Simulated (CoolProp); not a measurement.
Model: reference Helmholtz-energy equation of state, Lemmon 2006, in CoolProp. It is a short technical equation, of lower accuracy than the large ones.

Q: For C2F6 (R116), give the phase and the cp (kJ/(kg K)), speed of sound (m/s), Joule-Thomson coefficient (K/MPa), Prandtl number at 410.4 K and 1.01 bar.

A: 
- 410.4 K and 1.01 bar: gas; cp 0.924, speed of sound 162, Joule-Thomson coefficient 3.55, Prandtl number 0.744

Viscosity comes from a separate model (Huber 2003), an estimate that may be off by 10 % or more. Thermal conductivity comes from a separate model (Huber 2003), an estimate that may be off by 10 % or more.
